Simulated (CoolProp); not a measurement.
Vapour-liquid equilibrium of p-xylene (1) + n-decane (2) at 0.0052 MPa; x and y are mole fractions of (1).

Model: multi-fluid Helmholtz-energy mixture model, Zhou 2012 and Lemmon 2006; pair parameters Bell 2016, in CoolProp.

```csv
x,bubble temperature (°C),y at the bubble point,dew temperature at overall composition x (°C),liquid density (mol/L)
0.05,82.0,0.183,84.5,4.886
0.15,76.3,0.434,82.7,5.117
0.25,71.9,0.594,80.6,5.358
0.35,68.2,0.702,78.4,5.613
0.45,65.2,0.780,75.9,5.884
0.55,62.6,0.840,73.2,6.176
0.65,60.3,0.887,70.0,6.490
0.75,58.3,0.926,66.4,6.832
0.85,56.4,0.958,62.1,7.204
0.95,54.7,0.987,56.9,7.613
```

No azeotrope shows between x = 0.05 and 0.95.

The pair parameters rest on a limited set of measurements; away from them the model extrapolates.
